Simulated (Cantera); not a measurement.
A closed system holds: 1 mol SiH2Cl2, 0.24 mol NO, 6 mol O2, at 203 Torr.

Cantera equilibrium calculation (NASA polynomials, part measured and part estimated; ideal gas, pure solids and liquids). Candidate condensed phases: H2O, NH4Cl, Si, SiO2, Si2N2O, Si3N4; 47 gas species. The tables hold silica as quartz up to 1696 K and as liquid above; real silica turns to tridymite and cristobalite and melts near 1996 K. Gases not in the tables: Si(OH)4. Equilibrium is a limit: real reactors are often held back by kinetics, nucleation or transport.

Task: Which condensed phases are stable at each of these points (T (K)): 1623, 1673, 1723, 1773, 1823, 1873, 1923, 1973, 2023, 2073, 2123?

Result: 
| T (K) | condensed phases | Si condensed (%) |
|---|---|---|
| 1623 | SiO2(β-quartz) | 100.0 |
| 1673 | SiO2(β-quartz) | 100.0 |
| 1723 | SiO2(condensed) | 100.0 |
| 1773 | SiO2(condensed) | 100.0 |
| 1823 | SiO2(condensed) | 100.0 |
| 1873 | SiO2(condensed) | 100.0 |
| 1923 | SiO2(condensed) | 100.0 |
| 1973 | SiO2(condensed) | 100.0 |
| 2023 | SiO2(l) | 100.0 |
| 2073 | SiO2(l) | 100.0 |
| 2123 | SiO2(l) | 100.0 |

From 1623 K to 1673 K the condensed part is SiO2(β-quartz). From 1723 K to 1973 K the condensed part is SiO2(condensed). From 2023 K to 2123 K the condensed part is SiO2(l).
